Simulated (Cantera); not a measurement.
**Adiabatic ignition**

An adiabatic, constant-pressure homogeneous reactor starts with 4.67 % CH₄, 0.210 % C₂H₆, 19.4 % O₂, 72.8 % N₂, 2.94 % H₂O, at 1700 K and 700000 Pa.

Model: GRI-Mech 3.0 (53 species, 325 reactions), integrated in Cantera.

```csv
t (s),T (K),x CH₄,x C₂H₆,x O₂,x N₂O,x H₂O
3.00e-6,1699,0.0465,0.00192,0.194,6.50e-10,0.0295
1.03e-5,1709,0.0434,0.00167,0.191,1.11e-8,0.0320
3.54e-5,2584,<1e-12,<1e-12,0.0911,2.24e-6,0.119
0.000122,2615,<1e-12,<1e-12,0.0904,2.17e-6,0.121
0.000418,2611,<1e-12,<1e-12,0.0894,2.16e-6,0.121
0.00144,2602,<1e-12,<1e-12,0.0867,2.18e-6,0.121
0.00493,2592,<1e-12,<1e-12,0.0836,2.24e-6,0.121
0.0169,2590,<1e-12,<1e-12,0.0831,2.26e-6,0.121
0.0582,2590,<1e-12,<1e-12,0.0831,2.26e-6,0.121
0.200,2590,<1e-12,<1e-12,0.0831,2.26e-6,0.121
```
x: mole fraction; the columns are a selection and need not sum to one.

```json
{
 "time_of_steepest_temperature_rise": "21.3 µs",
 "temperature at 0.200 s": "2590 K",
 "equilibrium_temperature": "2590 K",
 "x(CH₄) at 0.200 s": "<1e-12 (gas-phase equilibrium <1e-12)",
 "x(C₂H₆) at 0.200 s": "<1e-12 (gas-phase equilibrium <1e-12)",
 "x(O₂) at 0.200 s": "0.0831 (gas-phase equilibrium 0.0831)"
}
```
